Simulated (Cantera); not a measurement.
**BN + H2O (nitride etching)**

Feed: 1 mol BN, a varied amount of H2O, at 1350 K and 0.00580 bar.

Equilibrium computed with Cantera from the NASA thermochemical tables; the gas is ideal and each condensed phase is pure. Candidate condensed phases: B, BN, B2O3, B3O3H3, H2O; 39 gas species. Mutual solubility and eutectic melting of coexisting phases are not modelled. Gases not in the tables: H3BO3. Equilibrium is a limit: real reactors are often held back by kinetics, nucleation or transport.

```csv
n(H2O) (mol),log p H2O,log p H2,log p N2,log p HBO2,log p HBO,log p (HBO2)3,log p B2O3,log p H,n BN(s),n B2O3(l)
0.19,-5.39,-2.36,-2.84,-4.96,-5.64,-10.24,-6.15,-6.80,0.874,0.0629
0.28,-5.39,-2.36,-2.84,-4.96,-5.64,-10.24,-6.15,-6.80,0.814,0.0927
0.43,-5.39,-2.36,-2.84,-4.96,-5.64,-10.24,-6.15,-6.80,0.714,0.142
0.65,-5.39,-2.36,-2.84,-4.96,-5.64,-10.24,-6.15,-6.80,0.568,0.215
0.99,-5.39,-2.36,-2.84,-4.96,-5.64,-10.24,-6.15,-6.80,0.341,0.328
1.5,-5.39,-2.36,-2.84,-4.96,-5.64,-10.24,-6.15,-6.80,0.00195,0.496
2.3,-2.82,-2.52,-2.99,-3.67,-7.08,-6.38,-6.15,-6.88,0,0.447
3.4,-2.58,-2.66,-3.14,-3.55,-7.34,-6.03,-6.15,-6.95,0,0.402
5.2,-2.46,-2.83,-3.31,-3.49,-7.57,-5.84,-6.15,-7.04,0,0.333
7.9,-2.39,-3.00,-3.48,-3.45,-7.78,-5.73,-6.15,-7.12,0,0.232
12,-2.34,-3.17,-3.65,-3.43,-7.97,-5.67,-6.15,-7.21,0,0.0806
```
log p: log10 of the partial pressure in bar; n: condensed amount in mol.

From 0.19 mol H2O to 1.5 mol H2O the condensed part is BN(s) + B2O3(l). From 2.3 mol H2O to 12 mol H2O the condensed part is B2O3(l).
